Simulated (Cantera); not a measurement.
Input (Python, Cantera):

```python
import numpy as np
import cantera as ct

surf = ct.Interface("ptcombust.yaml", "Pt_surf")
gas = surf.adjacent["gas"]
gas.TPX = 300, 39000, {'CH4': 0.077, 'O2': 0.17, 'N2': 0.79}
jet = ct.ImpingingJet(gas=gas, width=0.027, surface=surf)
jet.inlet.mdot, jet.inlet.T, jet.inlet.X = 0.029, 300, {'CH4': 0.077, 'O2': 0.17, 'N2': 0.79}
jet.set_refine_criteria(ratio=10, slope=0.2, curve=0.3)
show, cover = ['CH4', 'O2', 'H2O', 'OH', 'CO', 'CO2'], ["PT(S)", "H(S)", "O(S)", "OH(S)", "CO(S)", "C(S)"]

rows = []
print(f"{'Ts/K':>7s}" + "".join(f"{s:>11s}" for s in show + cover) + "   (gas at the wall, coverages)")
for i, Ts in enumerate([950, 1000, 1050, 1100, 1150, 1200]):
    jet.surface.T = Ts
    if i == 0:
        surf.TP = Ts, 39000
        surf.coverages = "PT(S):0.5, O(S):0.5"
        surf.advance_coverages(1.0)
        jet.set_initial_guess(products="inlet")
    jet.solve(loglevel=0, auto=(i == 0))
    rows.append([*(jet.X[gas.species_index(s), -1] for s in show), *surf[cover].coverages])
    print(f"{Ts:7g}" + "".join(f"{x:11.3e}" for x in rows[-1]))
```

It prints:

```
   Ts/K        CH4         O2        H2O         OH         CO        CO2      PT(S)       H(S)       O(S)      OH(S)      CO(S)       C(S)   (gas at the wall, coverages)
    950  1.754e-02  4.287e-02  1.058e-01  9.054e-08  8.692e-06  7.010e-02  2.409e-01  5.985e-07  7.544e-01  4.692e-03  2.675e-05  1.280e-07
   1000  9.688e-03  2.647e-02  1.200e-01  2.272e-07  6.893e-06  7.974e-02  3.346e-01  1.445e-06  6.608e-01  4.585e-03  1.802e-05  1.126e-07
   1050  6.159e-03  1.916e-02  1.262e-01  5.138e-07  6.100e-06  8.401e-02  4.228e-01  2.861e-06  5.730e-01  4.164e-03  1.210e-05  9.628e-08
   1100  4.363e-03  1.551e-02  1.292e-01  1.069e-06  5.892e-06  8.610e-02  5.034e-01  5.026e-06  4.929e-01  3.660e-03  8.419e-06  8.344e-08
   1150  3.342e-03  1.355e-02  1.308e-01  2.074e-06  6.075e-06  8.719e-02  5.759e-01  8.147e-06  4.209e-01  3.163e-03  6.113e-06  7.403e-08
   1200  2.711e-03  1.248e-02  1.316e-01  3.788e-06  6.581e-06  8.773e-02  6.405e-01  1.246e-05  3.568e-01  2.707e-03  4.631e-06  6.734e-08
```

Model: Deutschmann's 1995 Pt surface mechanism with GRI-Mech 3.0 gas chemistry, integrated in Cantera. Catalytic surfaces can have several steady states; this one follows from the mechanism file's or the stated starting coverage.
